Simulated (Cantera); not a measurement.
Charge: 1 mol SiO2, 3.4 mol CH4, 0.49 mol N2, at 0.00190 bar.

These are equilibrium values from Cantera (NASA tables, ideal gas, pure condensed phases), not measurements of a reactor. Candidate condensed phases: C, C6H6, C7H8, C8H18, H2O, Si, SiC, SiO2, Si2N2O, Si3N4; 151 gas species. N2 is the only nitrogen source here; it is nearly inert below about 1500 K, so the nitride shown seldom forms there in practice. Mutual solubility and eutectic melting of coexisting phases are not modelled. The tables hold silica as quartz up to 1696 K and as liquid above; real silica turns to tridymite and cristobalite and melts near 1996 K. Kinetics and transport are ignored.

x: gas mole fraction; n: condensed amount in mol.

```
T (K)   x H2      x CO     x N2     x CH4     x SiO      x H  n C(graphite)  n SiO2(β-quartz)  n Si2N2O(s)  n SiC(s)
-----  -----  --------  -------  --------  --------  -------  -------------  ----------------  -----------  --------
875    0.932  0.000469   0.0671  0.000720    <1e-12  1.11e-9           3.39             0.998   (withheld)         0
950    0.930   0.00323   0.0660  0.000276  1.41e-12  1.23e-8           3.37             0.984   (withheld)         0
1025   0.922    0.0164   0.0610  0.000119  1.63e-10  9.60e-8           3.28             0.920   (withheld)         0
1100   0.895    0.0608   0.0442   5.46e-5   1.07e-8  5.61e-7           2.94             0.692   (withheld)         0
1175   0.845     0.142   0.0137   2.60e-5   5.46e-7  2.58e-6           2.26             0.240   (withheld)         0
1250   0.824     0.175  0.00100   1.42e-5   2.93e-5  1.01e-5           1.95            0.0363        0.482         0
1325   0.813     0.184  0.00345   8.42e-6  0.000157  3.38e-5           1.79                 0        0.461    0.0766
```

**Question.** Fill in the missing entries.

**Answer.** 
- 875, n Si2N2O(s): 0.00115
- 950, n Si2N2O(s): 0.00788
- 1025, n Si2N2O(s): 0.0402
- 1100, n Si2N2O(s): 0.154
- 1175, n Si2N2O(s): 0.380
